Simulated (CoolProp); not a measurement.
Propylene at several states: fugacity coefficient from the reference equation and from simpler models built on Tc = 364.2 K, pc = 4555 kPa, ω = 0.146; each cubic takes its own stable root.

Values from CoolProp's reference Helmholtz-energy equation of state, Lemmon 2013.

```json
[
 {"T (K)": "226.9", "p (kPa)": "38.4", "phase": "gas", "reference": "0.9871", "van der Waals": "0.9925", "Redlich-Kwong": "0.9894", "Soave-Redlich-Kwong": "0.9889", "Peng-Robinson": "0.9885"},
 {"T (K)": "479.9", "p (kPa)": "140", "phase": "gas", "reference": "0.9957", "van der Waals": "0.9955", "Redlich-Kwong": "0.9954", "Soave-Redlich-Kwong": "0.9960", "Peng-Robinson": "0.9951"},
 {"T (K)": "180.8", "p (kPa)": "1610", "phase": "liquid", "reference": "0.004867", "van der Waals": "?", "Redlich-Kwong": "0.006185", "Soave-Redlich-Kwong": "?", "Peng-Robinson": "0.005125"},
 {"T (K)": "268.8", "p (kPa)": "385", "phase": "gas", "reference": "0.9251", "van der Waals": "0.9489", "Redlich-Kwong": "0.9331", "Soave-Redlich-Kwong": "0.9301", "Peng-Robinson": "?"},
 {"T (K)": "179.4", "p (kPa)": "232", "phase": "liquid", "reference": "?", "van der Waals": "?", "Redlich-Kwong": "?", "Soave-Redlich-Kwong": "?", "Peng-Robinson": "?"},
 {"T (K)": "368.7", "p (kPa)": "36.4", "phase": "gas", "reference": "0.9974", "van der Waals": "0.9977", "Redlich-Kwong": "0.9974", "Soave-Redlich-Kwong": "0.9974", "Peng-Robinson": "0.9971"}
]
```

**Question.** Complete the blanks.

**Answer.** 
- 180.8, van der Waals: 0.07955
- 180.8, Soave-Redlich-Kwong: 0.004803
- 268.8, Peng-Robinson: 0.9263
- 179.4, reference: 0.02866
- 179.4, van der Waals: 0.4781
- 179.4, Redlich-Kwong: 0.03615
- 179.4, Soave-Redlich-Kwong: 0.02817
- 179.4, Peng-Robinson: 0.03035
